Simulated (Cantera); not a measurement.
A closed system holds: 1 mol Fe, 0.4 mol Cl₂, equilibrated at 1400 K and 13.3 mbar.

These are equilibrium values from Cantera (NASA tables, ideal gas, pure condensed phases), not measurements of a reactor. Equilibrium is a limit: real reactors are often held back by kinetics, nucleation or transport.

```json
[
 {"species": "FeCl₂", "before": "0.999", "after": "0.939"},
 {"species": "Fe₂Cl₄", "before": "0.00117", "after": "0.0608"},
 {"species": "FeCl₃", "before": "0.000131", "after": "0.000314"},
 {"species": "Cl", "before": "4.41e-5", "after": "1.27e-7"},
 {"species": "Fe(γ), mol", "before": "0.600", "after": "0"},
 {"species": "Fe(α), mol", "before": "0", "after": "0.600"}
]
```
Gas species are given as mole fractions.

Name the change that produced these shifts.
A. Cl₂ from 0.4 to 1.7 mol
B. temperature from 1400 K to 1048.15 K
C. temperature from 1400 K to 1125 K
D. temperature from 1400 K to 1650 K

B, temperature from 1400 K to 1048.15 K
